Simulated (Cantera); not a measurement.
Input: 1 mol Ni, 0.28 mol NH₃, 4.1 mol H₂, held at 0.0770 bar.

Cantera equilibrium calculation (NASA polynomials, part measured and part estimated; ideal gas, pure solids and liquids). Candidate condensed phases: Ni; 10 gas species. Equilibrium is a limit: real reactors are often held back by kinetics, nucleation or transport.

Question: At 1848 K, list the 4 most abundant gas species with their mole fractions, and the condensed phases.

Answer: H₂ 0.968, N₂ 0.0300, H 0.00188, Ni 0.000343. Condensed: Ni(l).
